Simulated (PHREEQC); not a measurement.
Consider water at 70 °C with 0.079 mol/kgw SrCl2. Closed to the air; pH follows from the charge balance.

Model: ion-association model, phreeqc.dat, run in PHREEQC.

This is a speciation only: nothing precipitates in the calculation.

### Question
Predict the specific conductance.

### Answer
specific conductance 32200 µS/cm.

Constants without temperature data keep their 25 °C values here.
